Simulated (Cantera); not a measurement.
Feed: 1 mol Al(CH₃)₃, 7.2 mol N₂, a varied amount of H₂, held at 1.00 bar.

Equilibrium computed with Cantera from the NASA thermochemical tables; the gas is ideal and each condensed phase is pure. Candidate condensed phases: Al, AlN, C, C₆H₆, C₇H₈, C₈H₁₈; 97 gas species. The feed counts by its element totals alone. Kinetics and transport are ignored.

Stable condensed phases, one row left out:

```
T in °C \ n(H₂) in mol
          18  24  33  46  64  88 120 170 230 320 440 600
   1350    A   A   A   A   A   A   A   A   A   A   A   A
   1300    A   A   A   A   A   A   A   A   A   A   A   A
   1250    A   A   A   A   A   A   A   A   A   A   A   A
   1200    A   A   A   A   A   A   A   A   A   A   A   A
   1150    A   A   A   A   A   A   A   A   A   A   A   A
   1100    A   A   A   A   A   A   A   A   A   A   A   A
   1050    A   A   A   A   A   A   A   A   A   A   A   B
    950    A   A   A   A   A   A   A   A   A   B   B   B
```

A: AlN + C; B: AlN.

Question: Give the row for 1000 °C.

Answer: 18: AlN + C; 24: AlN + C; 33: AlN + C; 46: AlN + C; 64: AlN + C; 88: AlN + C; 120: AlN + C; 170: AlN + C; 230: AlN + C; 320: AlN + C; 440: AlN; 600: AlN.
